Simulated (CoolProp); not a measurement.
Vapour-liquid equilibrium of diethyl ether (1) + benzene (2) at 0.0359 MPa; x and y are mole fractions of (1).

The numbers come from the multi-fluid Helmholtz-energy mixture model, Thol 2014 and Thol 2012; pair parameters Bell 2016 in CoolProp.

**Question.** Give the bubble temperature and the first vapour's composition at x = 0.2, 0.65, 0.95. Is there an azeotrope?

**Answer.** x = 0.2: 308.0 K, y = 0.557; x = 0.65: 289.7 K, y = 0.915; x = 0.95: 282.3 K, y = 0.992. No azeotrope shows between x = 0.05 and 0.95.

The pair parameters rest on a limited set of measurements; away from them the model extrapolates.
